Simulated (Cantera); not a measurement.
A Cantera script and what it prints.

```python
import numpy as np
import cantera as ct

gas_names = [...]  # 95 gases of nasa_gas.yaml made of C, F, H
cond_names = """
    C(gr) C6H6(L) C7H8(L) C8H18(L),n-octa
""".split()


# ... load() reads the species with a 1 bar reference pressure and builds the phases ...
atoms = {
    'C2F6': {'C': 2, 'F': 6},
    'H2': {'H': 2},
}
top_T = {'C(gr)': 4500}  # K; cautious upper limits of use, not melting points


# ... equilibrate(T, P, feed) seeds the gas with the atoms and calls Mixture.equilibrate('TP', solver="vcs", rtol=1e-11, max_steps=5000) ...
results = []
feed = {'C2F6': 1, 'H2': 11}  # mol
T = 3148.15  # K
for P in [1, 3.6, 13, 46, 170, 600, 2200, 7700, 28000, 100000]:
    mix = equilibrate(T, P, feed)
    results.append((T, P, feed, dict(zip(mix.species_names, mix.species_moles))))

top = {s: max(r[3][s] / sum(r[3][g] for g in gas_names) for r in results) for s in gas_names}
cols = sorted((s for s in top if top[s] > 1e-06), key=lambda s: -top[s])[:7]
seen = [c for c in cond_names if any(r[3].get(c, 0) > 1e-12 for r in results)]
print("log10 of partial pressures in bar; condensed amounts in mol")
print(f"{'P/Pa':>10s}" + "".join(f"{s[:9]:>10s}" for s in cols + seen))
for T, P, feed, n in results:
    ng = sum(n[g] for g in gas_names)
    print(f"{P:10.4g}" + "".join(f"{np.log10(max(n[s] / ng * P / 1e5, 1e-99)):10.3f}" for s in cols)
          + "".join(f"{n.get(c, 0):10.4g}" for c in seen))
```

Output:

```
log10 of partial pressures in bar; condensed amounts in mol
      P/Pa         H        H2        HF         F         C C2H2,acet        C3     C(gr)
         1    -5.135    -9.044    -7.516    -5.704    -6.178   -15.003   -10.250         0
       3.6    -4.580    -7.933    -6.418    -5.162    -5.626   -12.790    -8.596         0
        13    -4.025    -6.824    -5.351    -4.649    -5.094   -10.616    -6.999         0
        46    -3.482    -5.738    -4.383    -4.224    -4.650    -8.642    -5.666         0
       170    -2.928    -4.629    -3.533    -3.929    -4.317    -6.868    -4.670         0
       600    -2.409    -3.591    -2.850    -3.765    -4.076    -5.348    -3.946         0
      2200    -1.915    -2.604    -2.208    -3.617    -3.875    -3.959    -3.343         0
      7700    -1.503    -1.780    -1.603    -3.423    -3.734    -2.852    -2.919         0
   2.8e+04    -1.133    -1.040    -0.990    -3.181    -3.712    -2.068    -2.854    0.4525
     1e+05    -0.809    -0.391    -0.407    -2.921    -3.712    -1.420    -2.854    0.5626
```

Method: chemical equilibrium by Gibbs-energy minimisation in Cantera with the NASA 1993 tables (ideal gas, pure condensed phases). The feed counts by its element totals alone.
